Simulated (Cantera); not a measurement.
**Adiabatic ignition**

An adiabatic, constant-pressure homogeneous reactor starts with H2 : O2 : N2 : NO = 1 : 1 : 3.76 : 0.027 (molar parts), at 1148 K and 30.0 bar.

Detailed kinetics in Cantera: GRI-Mech 3.0 (53 species, 325 reactions). The hydrogen kinetics of GRI-Mech 3.0 are dated; newer H2 mechanisms differ, most at raised pressure. The pressure lies above the range GRI-Mech 3.0 was tuned for (to about 10 atm). The mechanism lacks 2 NO + O2 → 2 NO2 and HONO, so NO2 and the effect of NO are under-described below about 1400 K.

```
t (s)     T (K)      x H2    x O2     x NO      x H     x HO2
--------  -----  --------  ------  -------  -------  --------
8.00e-6    1149     0.173   0.173  0.00458  8.50e-7   1.45e-5
2.20e-5    1274     0.157   0.165  0.00330  2.65e-5  0.000387
6.02e-5    2358  0.000322  0.0935  0.00461  4.29e-5   1.69e-5
0.000165   2358  0.000322  0.0935  0.00470  4.28e-5   1.68e-5
0.000454   2358  0.000321  0.0934  0.00493  4.27e-5   1.68e-5
0.00124    2356  0.000319  0.0931  0.00552  4.23e-5   1.67e-5
0.00341    2354  0.000316  0.0924  0.00687  4.15e-5   1.65e-5
0.00937    2349  0.000310  0.0914  0.00905  4.02e-5   1.61e-5
0.0257     2346  0.000306  0.0906   0.0106  3.93e-5   1.59e-5
0.0706     2346  0.000305  0.0905   0.0107  3.92e-5   1.59e-5
0.194      2346  0.000305  0.0905   0.0107  3.92e-5   1.59e-5
0.531      2346  0.000305  0.0905   0.0107  3.92e-5   1.59e-5
1.46       2346  0.000305  0.0905   0.0107  3.92e-5   1.59e-5
4.00       2346  0.000305  0.0905   0.0107  3.92e-5   1.59e-5
```
x: mole fraction; the columns are a selection and need not sum to one.

```yaml
time_of_steepest_temperature_rise: 26.0 µs
temperature at 4.00 s: 2346 K
equilibrium_temperature: 2346 K
x(H2) at 4.00 s: 0.000305 (gas-phase equilibrium 0.000305)
x(O2) at 4.00 s: 0.0905 (gas-phase equilibrium 0.0905)
x(NO) at 4.00 s: 0.0107 (gas-phase equilibrium 0.0107)
```
